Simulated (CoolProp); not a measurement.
n-octane along the isotherm 346.85 °C: density (kg/m³) from the reference equation and from simpler models built on Tc = 295.6 °C, pc = 2.484 MPa, ω = 0.398; each cubic takes its own stable root.

The numbers come from the reference Helmholtz-energy equation of state, Beckmüller 2019 in CoolProp.

```csv
p (MPa),phase,reference
2.07,gas,60.98
4.14,supercritical,211.1
6.21,supercritical,339.2
8.28,supercritical,382.3
10.3,supercritical,407.7
12.4,supercritical,426.9
14.5,supercritical,442.0
16.6,supercritical,454.5
18.6,supercritical,464.8
20.7,supercritical,474.3
22.8,supercritical,482.7
24.8,supercritical,490.0
```

**Question.** How far does each simpler model (ideal gas, van der Waals, Redlich-Kwong, Soave-Redlich-Kwong, Peng-Robinson) lie from the reference over these 12 states: mean and median of the absolute difference, and the worst?

**Answer.** 
- ideal gas: mean 29.2 %, median 26.0 %, worst -59.4 % at 346.85 °C and 6.21 MPa
- van der Waals: mean 22.0 %, median 26.5 %, worst -27.6 % at 346.85 °C and 24.8 MPa
- Redlich-Kwong: mean 7.7 %, median 8.1 %, worst -11.1 % at 346.85 °C and 6.21 MPa
- Soave-Redlich-Kwong: mean 11.1 %, median 10.9 %, worst -18.0 % at 346.85 °C and 6.21 MPa
- Peng-Robinson: mean 3.4 %, median 1.7 %, worst -10.8 % at 346.85 °C and 6.21 MPa
